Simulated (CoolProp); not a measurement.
Vapour-liquid equilibrium of diethyl ether (1) + benzene (2) at 6.5 bar; x and y are mole fractions of (1).

Values from CoolProp's multi-fluid Helmholtz-energy mixture model, Thol 2014 and Thol 2012; pair parameters Bell 2016.

```
x     bubble temperature (K)  y at the bubble point  dew temperature at overall composition x (K)  liquid density (mol/L)
----  ----------------------  ---------------------  --------------------------------------------  ----------------------
0.05                   424.2                  0.119                                         426.8                   9.220
0.15                   416.2                  0.315                                         423.0                   9.158
0.25                   409.1                  0.469                                         419.0                   9.083
0.35                   402.7                  0.592                                         414.7                   8.997
0.45                   397.0                  0.692                                         410.0                   8.901
0.55                   391.7                  0.773                                         405.0                   8.796
0.65                   386.9                  0.840                                         399.4                   8.683
0.75                   382.5                  0.896                                         393.2                   8.562
0.85                   378.4                  0.943                                         386.2                   8.434
0.95                   374.7                  0.982                                         377.8                   8.297
```

No azeotrope shows between x = 0.05 and 0.95.

Pair parameters are fitted to limited data, so mixtures are less certain than the pure fluids.
